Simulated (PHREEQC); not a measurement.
Dissolve 0.64 mol H2SO4 and 1.5 mol Na2SO4 per kg of water at 25 °C. Closed to the air; pH follows from the charge balance.

Model: Pitzer model, pitzer.dat, run in PHREEQC.

Question: The ionic strength comes out as 4.44 mol/kgw. What activity coefficients do Na+, HSO4-, H+, SO4-2 get?

Answer: Na+ 0.55, HSO4- 0.49, H+ 0.82, SO4-2 0.019. Single-ion values are on the MacInnes scale.

No solid was allowed to form. Species that the database lacks are ignored. In brines, pH and single-ion activities rest on the MacInnes convention.
